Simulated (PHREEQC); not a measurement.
Consider water at 25 °C with 0.085 mol NH4HF2, 0.00013 mol H2SiF6 and 0.076 mol HBF4 per kg of water. Closed to the air; pH follows from the charge balance.

The numbers come from PHREEQC with the ion-association model, phreeqc.dat.

The pH comes out as 2.02 and the ionic strength is 0.0968 mol/kgw. The activity of water is 0.994 and the total alkalinity is -390 meq/kg.

```csv
species,molality,activity,log γ
HF,0.143,0.146,0.010
NH4+,0.0850,0.0635,-0.126
BF4-,0.0758,0.0594,-0.106
F-,0.0132,0.0101,-0.117
H+,0.0117,0.00964,-0.083
HF2-,0.00720,0.00564,-0.106
BF3OH-,0.000190,0.000149,-0.106
SiF6-2,0.000130,4.94e-5,-0.420
BF2(OH)2-,1.77e-6,1.39e-6,-0.106
H3BO3,3.23e-8,3.31e-8,0.010
NH3,3.67e-9,3.76e-9,0.010
```

Precipitation was switched off in this run. Complexes and solids missing from the database can't appear. SiF6-2 is the database's only silicon fluoride. Real BF4- forms and hydrolyses slowly; the run takes it at equilibrium.
